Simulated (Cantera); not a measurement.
A closed system holds: 1 mol Si, 4.6 mol N₂O, 52 mol H₂, equilibrated at 1.13 Torr.

Method: chemical equilibrium by Gibbs-energy minimisation in Cantera with the NASA 1993 tables (ideal gas, pure condensed phases). Candidate condensed phases: H₂O, Si, SiO₂, Si₂N₂O, Si₃N₄; 35 gas species. The tables hold silica as quartz up to 1696 K and as liquid above; real silica turns to tridymite and cristobalite and melts near 1996 K. The numbers say what is thermodynamically allowed, not how fast it happens.

Question: Which condensed phases are stable at each of these points (T (K)): 1073, 1223, 1373, 1523, 1673, 1823, 1973, 2123?

Answer: 
```csv
T (K),condensed phases,Si condensed (%)
1073,SiO₂(β-quartz),100.0
1223,SiO₂(β-quartz),100.0
1373,SiO₂(β-quartz),100.0
1523,SiO₂(β-quartz),99.8
1673,SiO₂(β-quartz),89.7
1823,gas only,0.0
1973,gas only,0.0
2123,gas only,0.0
```

From 1073 K to 1673 K the condensed part is SiO₂(β-quartz). From 1823 K to 2123 K nothing is condensed.
